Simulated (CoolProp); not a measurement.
Fluorine along the isobar 9.22 MPa: density (kg/m³) from the reference equation and from simpler models built on Tc = 144.4 K, pc = 5.240 MPa, ω = 0.045; each cubic takes its own stable root.

Model: reference Helmholtz-energy equation of state, de Reuck 1990, in CoolProp.

| T (K) | phase | reference |
|---|---|---|
| 100.3 | liquid | 1421 |
| 113.6 | liquid | 1320 |
| 126.9 | liquid | 1203 |
| 140.2 | liquid | 1052 |
| 153.5 | supercritical | 808.0 |
| 166.9 | supercritical | 470.0 |
| 180.2 | supercritical | 342.4 |
| 193.5 | supercritical | 282.8 |
| 206.8 | supercritical | 246.2 |
| 220.1 | supercritical | 220.5 |
| 233.4 | supercritical | 201.0 |
| 246.7 | supercritical | 185.4 |
| 260.1 | supercritical | 172.6 |
| 273.4 | supercritical | 161.8 |
| 286.7 | supercritical | 152.5 |
| 300 | supercritical | 144.4 |

Problem. How far does each simpler model (van der Waals, Redlich-Kwong, Soave-Redlich-Kwong) lie from the reference over these 16 states: mean and median of the absolute difference, and the worst?

Solution. 
- van der Waals: mean 11.6 %, median 6.3 %, worst -29.5 % at 100.3 K and 9.22 MPa
- Redlich-Kwong: mean 2.0 %, median 1.1 %, worst -9.2 % at 153.5 K and 9.22 MPa
- Soave-Redlich-Kwong: mean 2.3 %, median 1.3 %, worst -10.1 % at 153.5 K and 9.22 MPa
